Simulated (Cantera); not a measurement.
Input (Python, Cantera) and output of one run.

```python
import numpy as np
import cantera as ct

gas_names = """
    CL CLF CLF3 CLO CL2 F FO FO2 F2 F2O H HCL HF HOCL HOF HO2 H2 H2F2 H2O H2O2 H3F3 H4F4 H5F5 H6F6 H7F7
    O OH O2 O3 Si SiCL SiCL2 SiCL3 SiCL4 SiF SiF2 SiF3 SiF4 SiH SiHCL3 SiHF3 SiH2 SiH2CL2 SiH2F2 SiH3
    SiH3CL SiH3F SiH4 SiO SiO2 Si2 Si3
""".split()
cond_names = """
    H2O(s) H2O(L) Si(cr) Si(L) SiO2(Lqz) SiO2(hqz) SiO2(L)
""".split()


def load(file, names, dense=False):
    # The tables refer to 1 bar. Condensed volumes are neglected.
    table = {s.name: s for s in ct.Species.list_from_file(file)}
    out = []
    for n in names:
        d = dict(table[n].input_data)
        d["thermo"] = dict(d["thermo"], **{"reference-pressure": 1e5})
        if dense:
            d["equation-of-state"] = {"model": "constant-volume", "density": "1e6 g/cm^3"}
        out.append(ct.Species.from_dict(d))
    return out


gas = ct.Solution(thermo="ideal-gas", species=load("nasa_gas.yaml", gas_names))
cond = {s.name: ct.Solution(thermo="fixed-stoichiometry", species=[s], name=s.name)
        for s in load("nasa_condensed.yaml", cond_names, dense=True)}
atoms = {
    'SiO2': {'Si': 1, 'O': 2},
    'F2': {'F': 2},
    'HCl': {'H': 1, 'CL': 1},
}
top_T = {}  # K; cautious upper limits of use, not melting points


def equilibrate(T, P, feed):
    n = {}
    for name, mol in feed.items():
        for a, k in atoms[name].items():
            n[a] = n.get(a, 0.0) + k * mol
    gas.TPX = T, P, n
    mass = sum(n.values()) * gas.mean_molecular_weight
    gas.equilibrate("TP")
    valid = [c for c in cond.values() if c.min_temp <= T <= top_T.get(c.name, c.max_temp)]
    mix = ct.Mixture([(gas, mass / gas.mean_molecular_weight)] + [(c, 0.0) for c in valid])
    mix.T, mix.P = T, P
    mix.equilibrate("TP", solver="vcs", rtol=1e-11, max_steps=5000)
    return mix


results = []
feed = {'SiO2': 1, 'F2': 8.8, 'HCl': 91}  # mol
P = 260  # Pa
for T in [775, 875, 975, 1075, 1175, 1275, 1375, 1475, 1575, 1675, 1775, 1875]:
    mix = equilibrate(T, P, feed)
    results.append((T, P, feed, dict(zip(mix.species_names, mix.species_moles))))

top = {s: max(r[3][s] / sum(r[3][g] for g in gas_names) for r in results) for s in gas_names}
cols = sorted((s for s in top if top[s] > 1e-06), key=lambda s: -top[s])[:5]
seen = [c for c in cond_names if any(r[3].get(c, 0) > 1e-12 for r in results)]
print("log10 of partial pressures in bar; condensed amounts in mol")
print(f"{'T/K':>10s}" + "".join(f"{s[:9]:>10s}" for s in cols + seen))
for T, P, feed, n in results:
    ng = sum(n[g] for g in gas_names)
    print(f"{T:10.4g}" + "".join(f"{np.log10(max(n[s] / ng * P / 1e5, 1e-99)):10.3f}" for s in cols)
          + "".join(f"{n.get(c, 0):10.4g}" for c in seen))
```

Output:

```
log10 of partial pressures in bar; condensed amounts in mol
       T/K       HCL        CL        HF       CL2       H2O SiO2(hqz)   SiO2(L)
       775    -2.713    -7.110    -3.446    -3.641    -4.302         0         0
       875    -2.710    -6.167    -3.447    -3.661    -4.395         0         0
       975    -2.705    -5.423    -3.449    -3.692    -4.562         0         0
      1075    -2.703    -4.821    -3.450    -3.727    -4.748         0         0
      1175    -2.704    -4.332    -3.453    -3.782    -4.909         0         0
      1275    -2.708    -3.952    -3.459    -3.894    -5.005         0         0
      1375    -2.719    -3.680    -3.455    -4.097    -5.031   0.09884         0
      1475    -2.735    -3.508    -3.430    -4.400    -5.033    0.3881         0
      1575    -2.746    -3.422    -3.409    -4.796    -5.003    0.6285         0
      1675    -2.752    -3.389    -3.399    -5.230    -5.004    0.7498         0
      1775    -2.755    -3.378    -3.394    -5.651    -5.044         0    0.7963
      1875    -2.761    -3.362    -3.390    -6.018    -5.023         0    0.7134
```

Method: chemical equilibrium by Gibbs-energy minimisation in Cantera with the NASA 1993 tables (ideal gas, pure condensed phases). The tables' values for SiF3 are old estimates; treat these amounts as uncertain. The tables hold silica as quartz up to 1696 K and as liquid above; real silica turns to tridymite and cristobalite and melts near 1996 K.
